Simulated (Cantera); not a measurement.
Equilibrium for nitride etching: AlN + O₂ + N₂

A closed system holds: 1 mol AlN, 9 mol O₂, 1.9 mol N₂, at 948.15 K and 1.13 Torr.

Equilibrium computed with Cantera from the NASA thermochemical tables; the gas is ideal and each condensed phase is pure. Candidate condensed phases: Al, AlN, Al₂O₃; 16 gas species. Rates play no part.

```json
{
  "x(O₂)": "0.775",
  "x(N₂)": "0.225",
  "x(NO)": "1.76e-5",
  "n(Al₂O₃(s))": "0.500 mol",
  "gas_amount": "10.65 mol",
  "log10 activity of Al(l) (absent)": "-35.77"
}
```
